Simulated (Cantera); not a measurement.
# Hydrocarbon pyrolysis for carbon deposition

An isothermal, constant-pressure homogeneous reactor starts with 1.89 % CH4, 98.1 % N2, at 1748 K and 30.8 Torr.

Detailed kinetics in Cantera: GRI-Mech 3.0 (53 species, 325 reactions). GRI-Mech 3.0 stops at C3 and has no aromatics, soot or wall deposition, so with more carbon than oxygen in the feed, carbon stays in small species such as C2H2 where larger ones or solid carbon would form. Radical loss at walls, strong at low pressure, is not modelled.

```json
[
 {"t (s)": "4.00e-6", "x CH4": "0.0189", "x CH3": "7.00e-8", "x C2H2": "<1e-12", "x C2H": "<1e-12", "x C2H6": "<1e-12", "x H2": "3.56e-9", "x H": "6.29e-8"},
 {"t (s)": "2.06e-5", "x CH4": "0.0189", "x CH3": "4.24e-7", "x C2H2": "<1e-12", "x C2H": "<1e-12", "x C2H6": "<1e-12", "x H2": "8.19e-8", "x H": "2.61e-7"},
 {"t (s)": "0.000106", "x CH4": "0.0189", "x CH3": "2.97e-6", "x C2H2": "<1e-12", "x C2H": "<1e-12", "x C2H6": "9.87e-12", "x H2": "1.20e-6", "x H": "5.67e-7"},
 {"t (s)": "0.000548", "x CH4": "0.0189", "x CH3": "1.76e-5", "x C2H2": "6.56e-11", "x C2H": "<1e-12", "x C2H6": "1.52e-9", "x H2": "8.52e-6", "x H": "6.02e-7"},
 {"t (s)": "0.00283", "x CH4": "0.0188", "x CH3": "9.27e-5", "x C2H2": "5.55e-8", "x C2H": "<1e-12", "x C2H6": "9.68e-8", "x H2": "4.93e-5", "x H": "7.25e-7"},
 {"t (s)": "0.0146", "x CH4": "0.0180", "x CH3": "0.000444", "x C2H2": "3.94e-5", "x C2H": "1.68e-9", "x C2H6": "2.77e-6", "x H2": "0.000675", "x H": "4.33e-6"},
 {"t (s)": "0.0752", "x CH4": "0.00815", "x CH3": "0.000484", "x C2H2": "0.00457", "x C2H": "1.11e-7", "x C2H6": "3.24e-6", "x H2": "0.0148", "x H": "5.16e-5"},
 {"t (s)": "0.388", "x CH4": "0.00110", "x CH3": "9.60e-5", "x C2H2": "0.00866", "x C2H": "2.66e-7", "x C2H6": "1.16e-7", "x H2": "0.0260", "x H": "0.000114"},
 {"t (s)": "2.00", "x CH4": "8.62e-5", "x CH3": "1.08e-5", "x C2H2": "0.00920", "x C2H": "3.97e-7", "x C2H6": "1.33e-9", "x H2": "0.0275", "x H": "0.000170"}
]
```
x: mole fraction; the columns are a selection and need not sum to one.

Equilibrium at this temperature and pressure: CH4 4.69e-7, CH3 6.48e-8, C2H2 0.000837, C2H 3.98e-8, C2H6 <1e-12, H2 0.0277, H 0.000189 (gas phase only).
